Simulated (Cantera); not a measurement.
Input (Python, Cantera):

```python
import numpy as np
import cantera as ct

surf = ct.Interface("ptcombust.yaml", "Pt_surf")
gas = surf.adjacent["gas"]
gas.TPX = 300, 37000, {'CH4': 0.05, 'O2': 0.051, 'N2': 0.79}
jet = ct.ImpingingJet(gas=gas, width=0.025, surface=surf)
jet.inlet.mdot, jet.inlet.T, jet.inlet.X = 0.083, 300, {'CH4': 0.05, 'O2': 0.051, 'N2': 0.79}
jet.set_refine_criteria(ratio=10, slope=0.2, curve=0.3)
show, cover = ['CH4', 'O2', 'H2O', 'OH', 'CO', 'CO2'], ["PT(S)", "H(S)", "O(S)", "OH(S)", "CO(S)", "C(S)"]

rows = []
print(f"{'Ts/K':>7s}" + "".join(f"{s:>11s}" for s in show + cover) + "   (gas at the wall, coverages)")
for i, Ts in enumerate([950, 1000, 1050, 1100, 1150, 1200, 1250, 1300]):
    jet.surface.T = Ts
    if i == 0:
        surf.TP = Ts, 37000
        surf.coverages = "PT(S):0.5, O(S):0.5"
        surf.advance_coverages(1.0)
        jet.set_initial_guess(products="inlet")
    jet.solve(loglevel=0, auto=(i == 0))
    rows.append([*(jet.X[gas.species_index(s), -1] for s in show), *surf[cover].coverages])
    print(f"{Ts:7g}" + "".join(f"{x:11.3e}" for x in rows[-1]))
```

It prints:

```
   Ts/K        CH4         O2        H2O         OH         CO        CO2      PT(S)       H(S)       O(S)      OH(S)      CO(S)       C(S)   (gas at the wall, coverages)
    950  1.943e-02  5.422e-03  5.625e-02  1.966e-11  3.835e-02  3.774e-05  2.439e-01  2.170e-03  1.635e-07  9.254e-07  1.150e-01  6.389e-01
   1000  1.296e-02  3.531e-03  5.328e-02  5.657e-11  4.499e-02  5.530e-05  3.166e-01  3.007e-03  1.432e-07  9.893e-07  9.994e-02  5.805e-01
   1050  4.343e-03  1.245e-03  4.881e-02  1.872e-10  5.361e-02  3.313e-04  5.589e-01  4.336e-03  2.695e-07  1.853e-06  1.764e-01  2.603e-01
   1100  2.291e-03  7.141e-04  4.673e-02  6.894e-10  5.461e-02  1.622e-03  7.605e-01  4.451e-03  8.027e-07  3.311e-06  1.690e-01  6.602e-02
   1150  1.787e-03  5.855e-04  4.452e-02  2.160e-09  5.299e-02  4.107e-03  8.611e-01  4.111e-03  1.852e-06  4.594e-06  1.132e-01  2.157e-02
   1200  1.589e-03  5.388e-04  4.167e-02  5.886e-09  5.013e-02  7.654e-03  9.186e-01  3.736e-03  3.599e-06  5.643e-06  6.908e-02  8.541e-03
   1250  1.505e-03  5.242e-04  3.841e-02  1.432e-08  4.661e-02  1.183e-02  9.518e-01  3.388e-03  6.205e-06  6.434e-06  4.086e-02  3.890e-03
   1300  1.493e-03  5.309e-04  3.504e-02  3.144e-08  4.300e-02  1.610e-02  9.708e-01  3.082e-03  9.814e-06  6.988e-06  2.416e-02  1.980e-03
```

Model: Deutschmann's 1995 Pt surface mechanism with GRI-Mech 3.0 gas chemistry, integrated in Cantera. Catalytic surfaces can have several steady states; this one follows from the mechanism file's or the stated starting coverage.
